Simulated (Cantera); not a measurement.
Input: 1 mol TEOS, 0.08 mol O2, 1.3 mol N2, 0.11 mol O3, held at 6.10e-5 bar.

These are equilibrium values from Cantera (NASA tables, ideal gas, pure condensed phases), not measurements of a reactor. Candidate condensed phases: C, C6H6, C7H8, C8H18, H2O, Si, SiC, SiO2, Si2N2O, Si3N4; 151 gas species. The feed counts by its element totals alone. Kinetics and transport are ignored.

**Question.** Which condensed phases are stable at each of these points (T (°C)): 327, 352, 377, 402, 427, 452, 477, 502, 527, 552, 577, 602, 627, 652?

**Answer.** 
| T (°C) | condensed phases | Si condensed (%) |
|---|---|---|
| 327 | C(graphite) + SiO2(α-quartz) | 100.0 |
| 352 | C(graphite) + SiO2(α-quartz) | 100.0 |
| 377 | C(graphite) + SiO2(α-quartz) | 100.0 |
| 402 | C(graphite) + SiO2(α-quartz) | 100.0 |
| 427 | C(graphite) + SiO2(α-quartz) | 100.0 |
| 452 | C(graphite) + SiO2(α-quartz) | 100.0 |
| 477 | C(graphite) + SiO2(α-quartz) | 100.0 |
| 502 | C(graphite) + SiO2(α-quartz) | 100.0 |
| 527 | C(graphite) + SiO2(α-quartz) | 100.0 |
| 552 | C(graphite) + SiO2(α-quartz) | 100.0 |
| 577 | C(graphite) + SiO2(β-quartz) | 100.0 |
| 602 | C(graphite) + SiO2(β-quartz) | 100.0 |
| 627 | C(graphite) + SiO2(β-quartz) | 100.0 |
| 652 | C(graphite) + SiO2(β-quartz) | 100.0 |

From 327 °C to 552 °C the condensed part is C(graphite) + SiO2(α-quartz). From 577 °C to 652 °C the condensed part is C(graphite) + SiO2(β-quartz).
